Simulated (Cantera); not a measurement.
# Low-pressure radical oxidation in H2/O2

A perfectly stirred reactor is fed with 6.80 % H2, 48.5 % O2, 44.7 % N2, at 0.0150 bar; it is held at 1300 K, and followed from long to short residence time.

Model: the H2/O2 subset of GRI-Mech 3.0, which has no nitrogen chemistry, integrated in Cantera. Radical loss at walls, strong at low pressure, is not modelled. The temperature is held fixed by assumption; the heat of reaction is taken as removed at once.

```tsv
τ (s)	x H2	x O2	x HO2	x OH	x H2O
4.5	0.000127	0.466	8.02e-7	0.00114	0.0695
2.1	0.000207	0.465	1.06e-6	0.00147	0.0691
0.97	0.000335	0.464	1.35e-6	0.00188	0.0686
0.45	0.000534	0.462	1.64e-6	0.00238	0.0677
0.21	0.000828	0.459	1.91e-6	0.00296	0.0664
0.097	0.00125	0.456	2.13e-6	0.00361	0.0644
0.045	0.00179	0.451	2.28e-6	0.00426	0.0617
0.021	0.00246	0.447	2.36e-6	0.00484	0.0587
0.0098	0.00336	0.444	2.40e-6	0.00535	0.0558
0.0046	0.00480	0.443	2.43e-6	0.00587	0.0528
```
x: mole fraction; the columns are a selection and need not sum to one.
